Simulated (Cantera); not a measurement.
Feed: 1 mol Si, 0.14 mol H₂O, 4.9 mol N₂, 0.01 mol O₂, equilibrated at 0.890 Pa.

Cantera equilibrium calculation (NASA polynomials, part measured and part estimated; ideal gas, pure solids and liquids). Candidate condensed phases: H₂O, Si, SiO₂, Si₂N₂O, Si₃N₄; 35 gas species. N₂ is the only nitrogen source here; it is nearly inert below about 1500 K, so the nitride shown seldom forms there in practice. Mutual solubility and eutectic melting of coexisting phases are not modelled. Equilibrium is a limit: real reactors are often held back by kinetics, nucleation or transport.

**Question.** At 1050 °C, list the 4 most abundant gas species with their mole fractions, and the condensed phases.

**Answer.** N₂ 0.968, H₂ 0.0316, SiO 0.000344, H 9.44e-5. Condensed: Si₂N₂O(s) + Si₃N₄(s).
